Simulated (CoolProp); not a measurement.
Values from CoolProp's reference Helmholtz-energy equation of state, Beckmüller 2019.

For n-octane, give the phase and the cv (kJ/(kg K)), speed of sound (m/s), Joule-Thomson coefficient (K/MPa), viscosity (µPa s) at 229.85 °C and 101 kPa; 260.05 °C and 101 kPa; 305.35 °C and 101 kPa.


- 229.85 °C and 101 kPa: gas; cv 2.46, speed of sound 190, Joule-Thomson coefficient 12.0, viscosity 9.50
- 260.05 °C and 101 kPa: gas; cv 2.57, speed of sound 196, Joule-Thomson coefficient 9.80, viscosity 10.1
- 305.35 °C and 101 kPa: gas; cv 2.72, speed of sound 205, Joule-Thomson coefficient 7.49, viscosity 10.9

Viscosity comes from a separate model (Huber 2004).
